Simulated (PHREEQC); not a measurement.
A column of 0.5 m (30 cells, dispersivity 0.025 m, 3600 s a shift, diffusion coefficient 3e-10 m²/s) holds 0.039 eq of the database's cation exchanger X per kg of pore water, first in equilibrium with 17 mmol/kgw KCl, 9.5 mmol/kgw ZnSO4 and 0.01 mmol/kgw HCl. It is flushed with 0.0013 mol/kgw CaCl2, 0.021 mol/kgw ZnSO4 and 1e-05 mol/kgw HCl, at 25 °C. Values are for the last cell. No CO2 enters from the air. No solid was allowed to form.

The numbers come from PHREEQC with the ion-association model, phreeqc.dat.

```csv
pore volumes,Ca in solution (mol/kgw),K in solution (mol/kgw),Cl in solution (mol/kgw),S in solution (mol/kgw),Zn in solution (mol/kgw)
0,0,0.0170,0.0170,0.00950,0.00950
0.2833,0,0.0170,0.0170,0.00950,0.00950
0.55,3.69e-9,0.0170,0.0165,0.00992,0.00963
0.6833,1.53e-7,0.0172,0.0150,0.0111,0.0100
0.95,1.08e-5,0.0169,0.00985,0.0152,0.0117
1.217,9.03e-5,0.0148,0.00573,0.0185,0.0139
1.483,0.000282,0.0111,0.00373,0.0201,0.0162
1.617,0.000405,0.00909,0.00325,0.0205,0.0172
1.883,0.000657,0.00569,0.00281,0.0208,0.0187
2.15,0.000871,0.00330,0.00267,0.0210,0.0198
2.417,0.00103,0.00182,0.00263,0.0210,0.0204
2.55,0.00109,0.00133,0.00262,0.0210,0.0205
2.817,0.00117,0.000697,0.00261,0.0210,0.0208
3.083,0.00122,0.000357,0.00261,0.0210,0.0209
3.35,0.00126,0.000180,0.00261,0.0210,0.0210
3.483,0.00127,0.000127,0.00261,0.0210,0.0210
3.75,0.00128,6.30e-5,0.00261,0.0210,0.0210
4.017,0.00129,3.10e-5,0.00261,0.0210,0.0210
```

Complexes and solids missing from the database can't appear.
